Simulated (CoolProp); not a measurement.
Saturation properties of tetrahydrofuran (Tc = 540.2 K, pc = 53.04 bar, ω = 0.234).

Computed with CoolProp (reference Helmholtz-energy equation of state, Fiedler 2023).

| T (K) | p (bar) | liquid density (kg/m³) | vapour density (kg/m³) | enthalpy of vaporisation (kJ/kg) | liquid cp (kJ/(kg K)) |
|---|---|---|---|---|---|
| 299.9 | 0.2335 | 880.0 | 0.6814 | 444.5 | 1.730 |
| 317.1 | 0.4688 | 860.9 | 1.303 | 432.3 | 1.795 |
| 334.2 | 0.8628 | 841.4 | 2.296 | 420.0 | 1.864 |
| 351.4 | 1.487 | 821.3 | 3.811 | 407.0 | 1.936 |
| 368.5 | 2.410 | 800.7 | 5.991 | 393.5 | 2.012 |
| 385.7 | 3.730 | 779.1 | 9.052 | 378.9 | 2.091 |
| 402.9 | 5.538 | 756.6 | 13.21 | 363.3 | 2.175 |
| 420 | 7.921 | 733.0 | 18.73 | 346.3 | 2.266 |

It boils at 339.1 K under 1 atm.
